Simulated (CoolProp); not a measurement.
Values from CoolProp's reference Helmholtz-energy equation of state, Eisenbach 2021.

Q: For propylene glycol, give the phase and the density (kg/m³), expansivity (1/kK) at 620 K and 0.405 MPa; 620 K and 0.81 MPa; 620 K and 1.62 MPa.

A: 
- 620 K and 0.405 MPa: gas; density 6.14, expansivity 1.79
- 620 K and 0.81 MPa: gas; density 12.6, expansivity 2.00
- 620 K and 1.62 MPa: gas; density 26.9, expansivity 2.56
